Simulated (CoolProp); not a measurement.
Tetrahydrofuran at several states: Z from the reference equation and from simpler models built on Tc = 540.2 K, pc = 5.304 MPa, ω = 0.234; each cubic takes its own stable root.

Computed with CoolProp (reference Helmholtz-energy equation of state, Fiedler 2023).

```csv
T (K),p (MPa),phase,reference
219.9,0.113,liquid,0.004615
226.4,0.475,liquid,0.01897
417.1,6.02,liquid,0.1670
299.4,2.92,liquid,0.09578
```

Problem. How far does each simpler model (Redlich-Kwong, Peng-Robinson) lie from the reference over these 4 states: mean and median of the absolute difference, and the worst?

Solution. 
- Redlich-Kwong: mean 10.7 %, median 10.6 %, worst +12.0 % at 417.1 K and 6.02 MPa
- Peng-Robinson: mean 3.5 %, median 3.5 %, worst -4.5 % at 299.4 K and 2.92 MPa
